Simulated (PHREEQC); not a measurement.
A solution holds 38 mmol/kgw H2SO4, 43 mmol/kgw Fe(NO3)3 and 8.1 mmol/kgw CO2, at 20 °C. Closed to the air; pH follows from the charge balance.

Model: ion-association model, phreeqc.dat, run in PHREEQC.

```json
[
 {"quantity": "pH", "before": "1.29", "after": "1.55"},
 {"quantity": "Fe2(OH)2+4 (mol/kgw)", "before": "9.09e-5", "after": "6.71e-5"},
 {"quantity": "Fe(OH)2+ (mol/kgw)", "before": "1.17e-6", "after": "2.48e-6"},
 {"quantity": "SI of Fe(OH)3(a) (Fe(OH)3)", "before": "-3.78", "after": "-3.17"}
]
```

Question: What was changed between the two runs?
(A) H2SO4 left out
(B) diluted 2-fold with water
(C) CO2 from 0.0081 to 0.00405 mol/kgw
(D) CO2 left out
(E) H2SO4 from 0.038 to 0.0076 mol/kgw

Answer: B, diluted 2-fold with water

Precipitation was switched off in this run. Some of these states are supersaturated (in Hematite (slow to form), Goethite (slow to form), for instance).
